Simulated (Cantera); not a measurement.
Cantera run:

```python
import numpy as np
import cantera as ct

gas_names = [...]  # 123 gases of nasa_gas.yaml made of C, H, O, Si
cond_names = """
    C(gr) C6H6(L) C7H8(L) C8H18(L),n-octa H2O(s) H2O(L) Si(cr) Si(L) SiC(b) SiO2(Lqz) SiO2(hqz) SiO2(L)
""".split()


# ... load() reads the species with a 1 bar reference pressure and builds the phases ...
atoms = {
    'TEOS': {'Si': 1, 'C': 8, 'H': 20, 'O': 4},
    'CO2': {'C': 1, 'O': 2},
    'H2': {'H': 2},
}
top_T = {'C(gr)': 4500, 'SiC(b)': 3050}  # K; cautious upper limits of use, not melting points


# ... equilibrate(T, P, feed) seeds the gas with the atoms and calls Mixture.equilibrate('TP', solver="vcs", rtol=1e-11, max_steps=5000) ...
results = []
feed = {'TEOS': 1, 'CO2': 1.9, 'H2': 0.29}  # mol
T = 1850  # K
P = 4600  # Pa
mix = equilibrate(T, P, feed)
results.append((T, P, feed, dict(zip(mix.species_names, mix.species_moles))))
print(gas.report(threshold=1e-05))
for i in range(1, mix.n_phases):
    print(f"{mix.phase(i).name:16s} {mix.phase_moles(i):12.5e} mol")
```

Result:

```
       temperature   1850 K
          pressure   4600 Pa
           density   0.0039653 kg/m^3
  mean mol. weight   13.259 kg/kmol
   phase of matter   gas

                          1 kg             1 kmol
                     ---------------   ---------------
          enthalpy        1.6568e+05        2.1968e+06  J
   internal energy       -9.9439e+05       -1.3185e+07  J
           entropy             18669        2.4754e+05  J/K
    Gibbs function       -3.4372e+07       -4.5575e+08  J
 heat capacity c_p            2614.6             34668  J/K
 heat capacity c_v            1987.5             26354  J/K

                      mass frac. Y      mole frac. X     chem. pot. / RT
                     ---------------   ---------------   ---------------
                CO           0.90421           0.42803           -38.553
    C2H2,acetylene        0.00029131        0.00014834           -28.084
                 H         0.0001438         0.0018916           -11.441
                H2          0.086234           0.56717           -22.881
               SiO         0.0090937         0.0027352           -44.889
     [ +118 minor]        3.0378e-05        1.9188e-05

C(gr)             1.19364e+00 mol
Si(L)             0.00000e+00 mol
SiC(b)            9.50369e-01 mol
SiO2(L)           0.00000e+00 mol
```

These are equilibrium values from Cantera (NASA tables, ideal gas, pure condensed phases), not measurements of a reactor. The feed counts by its element totals alone.
